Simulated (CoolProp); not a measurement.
Vapour-liquid equilibrium of n-butane (1) + cis-2-butene (2) at 5.62 kPa; x and y are mole fractions of (1).

Model: multi-fluid Helmholtz-energy mixture model, Bücker 2006 and Lemmon 2005; pair parameters Bell 2016, in CoolProp.

Problem. Give the bubble temperature and the first vapour's composition at x = 0.125, 0.275, 0.65. Is there an azeotrope?

Solution. x = 0.125: -54.8 °C, y = 0.175; x = 0.275: -55.7 °C, y = 0.347; x = 0.65: -57.3 °C, y = 0.702. No azeotrope shows between x = 0.05 and 0.95.

The pair parameters rest on a limited set of measurements; away from them the model extrapolates.
